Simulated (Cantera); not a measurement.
An isothermal, constant-pressure homogeneous reactor starts with CH₄ : N₂ = 1 : 7.5 (molar parts), at 1825 K and 255 Torr. Integrator tolerance rtol = 1e-08.

Detailed kinetics in Cantera: GRI-Mech 3.0 (53 species, 325 reactions). GRI-Mech 3.0 stops at C3 and has no aromatics, soot or wall deposition, so with more carbon than oxygen in the feed, carbon stays in small species such as C2H2 where larger ones or solid carbon would form.

Q: What does this change do: CH4 1 to 9.9 parts?

A: 
| quantity | before | after |
|---|---|---|
| x(CH₄) at 50.0 s | 0.000232 (gas-phase equilibrium 0.000133) | 0.00275 (gas-phase equilibrium 0.00232) |
| x(C₂H₂) at 50.0 s | 0.0523 (gas-phase equilibrium 0.0171) | 0.180 (gas-phase equilibrium 0.127) |
| x(H) at 50.0 s | 0.000302 (gas-phase equilibrium 0.000302) | 0.000559 (gas-phase equilibrium 0.000560) |
| x(HCN) at 50.0 s | 0.000230 (gas-phase equilibrium 0.0709) | 0.000144 (gas-phase equilibrium 0.105) |
| x(H₂) at 50.0 s | 0.157 (gas-phase equilibrium 0.158) | 0.541 (gas-phase equilibrium 0.541) |

Q: What does this change do: CH4 1 to 1.6 parts?

A: 
```csv
quantity,before,after
x(CH₄) at 50.0 s,0.000232 (gas-phase equilibrium 0.000133),0.000469 (gas-phase equilibrium 0.000301)
x(C₂H₂) at 50.0 s,0.0523 (gas-phase equilibrium 0.0171),0.0743 (gas-phase equilibrium 0.0304)
x(H) at 50.0 s,0.000302 (gas-phase equilibrium 0.000302),0.000360 (gas-phase equilibrium 0.000360)
x(HCN) at 50.0 s,0.000230 (gas-phase equilibrium 0.0709),0.000241 (gas-phase equilibrium 0.0883)
x(H₂) at 50.0 s,0.157 (gas-phase equilibrium 0.158),0.223 (gas-phase equilibrium 0.224)
```
